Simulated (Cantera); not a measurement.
# Roasting and sulfation: FeS2 + SO2 + CO2

Charge: 1 mol FeS2, 1.7 mol SO2, 0.78 mol CO2, held at 925 °C and 101000 Pa.

Equilibrium computed with Cantera from the NASA thermochemical tables; the gas is ideal and each condensed phase is pure. Candidate condensed phases: C, Fe, Fe(CO)5, FeO, FeS, FeSO4, FeS2, Fe2O3, Fe2(SO4)3, Fe3O4, S; 25 gas species. FeS: taken at fixed stoichiometry. Gases not in the tables: S3 to S7. The numbers say what is thermodynamically allowed, not how fast it happens.

| Item | Value |
|---|---|
| x(SO2) | 0.568 |
| x(CO2) | 0.258 |
| x(S2) | 0.159 |
| x(S2O) | 0.0103 |
| x(CO) | 0.00339 |
| x(COS) | 0.000977 |
| x(SO) | 0.000351 |
| n(FeS(s)) | 1.00 mol |
| gas amount | 2.974 mol |
| log10 activity of S(l) (absent) | -1.19 |
| log10 activity of Fe(γ) (absent) | -3.34 |
| log10 activity of C(graphite) (absent) | -6.06 |
